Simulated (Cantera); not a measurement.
Cantera run:

```python
import numpy as np
import cantera as ct

gas_names = """
    B BH BH2 BH3 BN BO BO2 B2 B2O B2O2 B2O3 B3O3H3 H HBO HBO2 HNO HNO2 HNO3 HO2 H2 H2O H2O2 H3B3O6 N NH
    NH2 NH3 NH2OH NO NO2 NO3 N2 N2H2 N2H4 N2O O OH O2 O3
""".split()
cond_names = """
    B(b) B(L) BN(s) B2O3(L) B3O3H3(cr) H2O(s) H2O(L)
""".split()


def load(file, names, dense=False):
    # The tables refer to 1 bar. Condensed volumes are neglected.
    table = {s.name: s for s in ct.Species.list_from_file(file)}
    out = []
    for n in names:
        d = dict(table[n].input_data)
        d["thermo"] = dict(d["thermo"], **{"reference-pressure": 1e5})
        if dense:
            d["equation-of-state"] = {"model": "constant-volume", "density": "1e6 g/cm^3"}
        out.append(ct.Species.from_dict(d))
    return out


gas = ct.Solution(thermo="ideal-gas", species=load("nasa_gas.yaml", gas_names))
cond = {s.name: ct.Solution(thermo="fixed-stoichiometry", species=[s], name=s.name)
        for s in load("nasa_condensed.yaml", cond_names, dense=True)}
atoms = {
    'borazine': {'B': 3, 'N': 3, 'H': 6},
    'H2O': {'H': 2, 'O': 1},
    'N2': {'N': 2},
    'H2': {'H': 2},
}
top_T = {'BN(s)': 3200}  # K; cautious upper limits of use, not melting points


def equilibrate(T, P, feed):
    n = {}
    for name, mol in feed.items():
        for a, k in atoms[name].items():
            n[a] = n.get(a, 0.0) + k * mol
    gas.TPX = T, P, n
    mass = sum(n.values()) * gas.mean_molecular_weight
    gas.equilibrate("TP")
    valid = [c for c in cond.values() if c.min_temp <= T <= top_T.get(c.name, c.max_temp)]
    mix = ct.Mixture([(gas, mass / gas.mean_molecular_weight)] + [(c, 0.0) for c in valid])
    mix.T, mix.P = T, P
    mix.equilibrate("TP", solver="vcs", rtol=1e-11, max_steps=5000)
    return mix


results = []
feed = {'borazine': 1, 'H2O': 0.17, 'N2': 170, 'H2': 1.5}  # mol
P = 75  # Pa
for T in [925, 975, 1025, 1075, 1125, 1175, 1225, 1275, 1325, 1375, 1425, 1475, 1525]:
    mix = equilibrate(T, P, feed)
    results.append((T, P, feed, dict(zip(mix.species_names, mix.species_moles))))

top = {s: max(r[3][s] / sum(r[3][g] for g in gas_names) for r in results) for s in gas_names}
cols = sorted((s for s in top if top[s] > 1e-05), key=lambda s: -top[s])[:9]
seen = [c for c in cond_names if any(r[3].get(c, 0) > 1e-12 for r in results)]
print("log10 of partial pressures in bar; condensed amounts in mol")
print(f"{'T/K':>10s}" + "".join(f"{s[:9]:>10s}" for s in cols + seen))
for T, P, feed, n in results:
    ng = sum(n[g] for g in gas_names)
    print(f"{T:10.4g}" + "".join(f"{np.log10(max(n[s] / ng * P / 1e5, 1e-99)):10.3f}" for s in cols)
          + "".join(f"{n.get(c, 0):10.4g}" for c in seen))
```

Output:

```
log10 of partial pressures in bar; condensed amounts in mol
       T/K        N2        H2       HBO      HBO2         H      B2O3        BO      B2O2       H2O     BN(s)   B2O3(L)
       925    -3.137    -4.698   -11.942    -9.196   -11.934   -13.166   -17.234   -17.194    -7.747     2.889   0.05518
       975    -3.137    -4.698   -11.091    -8.692   -11.291   -12.009   -15.806   -15.644    -7.754      2.89   0.05498
      1025    -3.137    -4.698   -10.325    -8.240   -10.710   -10.968   -14.518   -14.248    -7.761      2.89   0.05442
      1075    -3.137    -4.699    -9.632    -7.834   -10.183   -10.029   -13.353   -12.986    -7.770      2.89   0.05303
      1125    -3.137    -4.699    -9.002    -7.467    -9.702    -9.176   -12.293   -11.838    -7.780     2.892   0.04984
      1175    -3.137    -4.699    -8.427    -7.133    -9.261    -8.399   -11.326   -10.791    -7.790     2.895   0.04275
      1225    -3.137    -4.700    -7.902    -6.829    -8.856    -7.689   -10.439    -9.832    -7.801       2.9   0.02664
      1275    -3.137    -4.701    -7.458    -6.630    -8.483    -7.155    -9.663    -9.029    -7.851     2.904         0
      1325    -3.137    -4.701    -7.181    -6.712    -8.137    -7.062    -9.079    -8.554    -8.030     2.898         0
      1375    -3.137    -4.701    -6.939    -6.818    -7.816    -7.020    -8.553    -8.143    -8.211     2.889         0
      1425    -3.137    -4.702    -6.733    -6.953    -7.517    -7.035    -8.082    -7.798    -8.398     2.878         0
      1475    -3.137    -4.703    -6.566    -7.129    -7.238    -7.124    -7.669    -7.527    -8.597     2.865         0
      1525    -3.137    -4.704    -6.446    -7.365    -6.978    -7.315    -7.320    -7.345    -8.819     2.852         0
```

Method: chemical equilibrium by Gibbs-energy minimisation in Cantera with the NASA 1993 tables (ideal gas, pure condensed phases). The feed counts by its element totals alone. Mutual solubility and eutectic melting of coexisting phases are not modelled.
